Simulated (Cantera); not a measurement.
A perfectly stirred reactor is fed with 0.228 % CH₃OH, 0.427 % O₂, 99.3 % N₂, equivalence ratio 0.80, at 1.00 bar; it is held at 1375 K, and followed from long to short residence time.

Computed with Cantera and GRI-Mech 3.0 (53 species, 325 reactions). GRI-Mech 3.0 was tuned for natural gas; its chemistry of methanol as a main component is partial and can be far from experiment.

x: mole fraction; the columns are a selection and need not sum to one.

```json
[
 {"τ (s)": "4.4", "x CH₃OH": "2.00e-7", "x O₂": "0.000854", "x CH₂": "8.57e-12", "x CO₂": "0.00226", "x CO": "2.18e-5"},
 {"τ (s)": "1.9", "x CH₃OH": "3.14e-7", "x O₂": "0.000864", "x CH₂": "2.36e-11", "x CO₂": "0.00224", "x CO": "3.71e-5"},
 {"τ (s)": "0.85", "x CH₃OH": "4.67e-7", "x O₂": "0.000880", "x CH₂": "7.26e-11", "x CO₂": "0.00222", "x CO": "6.12e-5"},
 {"τ (s)": "0.37", "x CH₃OH": "6.81e-7", "x O₂": "0.000909", "x CH₂": "2.37e-10", "x CO₂": "0.00218", "x CO": "0.000101"},
 {"τ (s)": "0.16", "x CH₃OH": "9.75e-7", "x O₂": "0.000955", "x CH₂": "7.28e-10", "x CO₂": "0.00212", "x CO": "0.000165"},
 {"τ (s)": "0.072", "x CH₃OH": "1.37e-6", "x O₂": "0.00102", "x CH₂": "(withheld)", "x CO₂": "0.00202", "x CO": "0.000257"},
 {"τ (s)": "0.032", "x CH₃OH": "2.00e-6", "x O₂": "0.00112", "x CH₂": "(withheld)", "x CO₂": "0.00188", "x CO": "0.000393"},
 {"τ (s)": "0.014", "x CH₃OH": "3.10e-6", "x O₂": "0.00126", "x CH₂": "(withheld)", "x CO₂": "0.00169", "x CO": "0.000589"},
 {"τ (s)": "0.0062", "x CH₃OH": "5.21e-6", "x O₂": "0.00145", "x CH₂": "(withheld)", "x CO₂": "0.00142", "x CO": "0.000851"},
 {"τ (s)": "0.0027", "x CH₃OH": "9.98e-6", "x O₂": "0.00170", "x CH₂": "(withheld)", "x CO₂": "0.00107", "x CO": "0.00119"},
 {"τ (s)": "0.0012", "x CH₃OH": "2.21e-5", "x O₂": "0.00203", "x CH₂": "(withheld)", "x CO₂": "0.000699", "x CO": "0.00154"}
]
```

Question: Complete the blanks.

Answer: 
- 0.072, x CH₂: 1.92e-9
- 0.032, x CH₂: 4.69e-9
- 0.014, x CH₂: 1.08e-8
- 0.0062, x CH₂: 2.36e-8
- 0.0027, x CH₂: 5.18e-8
- 0.0012, x CH₂: 1.14e-7
